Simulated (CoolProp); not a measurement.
The numbers come from the reference Helmholtz-energy equation of state, Zhou 2012 in CoolProp.

Give the vapour pressure (MPa), vapour density (kg/m³), surface tension (mN/m), liquid viscosity (µPa s) of saturated m-xylene at 252.55, 300.75 °C.


```csv
T (°C),p (MPa),vapour density (kg/m³),surface tension (mN/m),liquid viscosity (µPa s)
252.55,1.03,32.0,5.84,102
300.75,2.06,73.2,2.27,69.9
```

Viscosity comes from a separate model (Cao 2016). Surface tension comes from a separate correlation (Mulero 2014).
